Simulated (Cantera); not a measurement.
What does this Cantera script print?

```python
import numpy as np
import cantera as ct

gas_names = """
    CL CL2 N N2 Si SiCL SiCL2 SiCL3 SiCL4 SiN Si2 Si2N Si3
""".split()
cond_names = """
    Si(cr) Si(L) Si3N4(a)
""".split()


# ... load() reads the species with a 1 bar reference pressure and builds the phases ...
atoms = {
    'SiCl4': {'Si': 1, 'CL': 4},
    'N2': {'N': 2},
}
top_T = {'Si3N4(a)': 2400}  # K; cautious upper limits of use, not melting points


# ... equilibrate(T, P, feed) seeds the gas with the atoms and calls Mixture.equilibrate('TP', solver="vcs", rtol=1e-11, max_steps=5000) ...
results = []
feed = {'SiCl4': 1, 'N2': 4.2}  # mol
P = 310  # Pa
for T in [848, 923, 998, 1073, 1148, 1223, 1298, 1373, 1448]:
    mix = equilibrate(T, P, feed)
    results.append((T, P, feed, dict(zip(mix.species_names, mix.species_moles))))

top = {s: max(r[3][s] / sum(r[3][g] for g in gas_names) for r in results) for s in gas_names}
cols = sorted((s for s in top if top[s] > 1e-05), key=lambda s: -top[s])[:8]
seen = [c for c in cond_names if any(r[3].get(c, 0) > 1e-12 for r in results)]
print("log10 of partial pressures in bar; condensed amounts in mol")
print(f"{'T/K':>10s}" + "".join(f"{s[:9]:>10s}" for s in cols + seen))
for T, P, feed, n in results:
    ng = sum(n[g] for g in gas_names)
    print(f"{T:10.4g}" + "".join(f"{np.log10(max(n[s] / ng * P / 1e5, 1e-99)):10.3f}" for s in cols)
          + "".join(f"{n.get(c, 0):10.4g}" for c in seen))
```

Result:

```
log10 of partial pressures in bar; condensed amounts in mol
       T/K        N2     SiCL4        CL     SiCL3     SiCL2       CL2
       848    -2.601    -3.225    -9.824    -9.672   -14.261   -10.503
       923    -2.601    -3.225    -8.811    -8.715   -12.600    -9.718
       998    -2.601    -3.225    -7.957    -7.895   -11.176    -9.067
      1073    -2.601    -3.225    -7.227    -7.186    -9.944    -8.518
      1148    -2.601    -3.225    -6.594    -6.569    -8.870    -8.045
      1223    -2.602    -3.225    -6.039    -6.028    -7.930    -7.632
      1298    -2.602    -3.227    -5.546    -5.554    -7.104    -7.264
      1373    -2.603    -3.231    -5.103    -5.138    -6.379    -6.930
      1448    -2.604    -3.241    -4.702    -4.776    -5.746    -6.622
```

These are equilibrium values from Cantera (NASA tables, ideal gas, pure condensed phases), not measurements of a reactor. The tables' values for SiCl3 are old estimates; treat these amounts as uncertain.
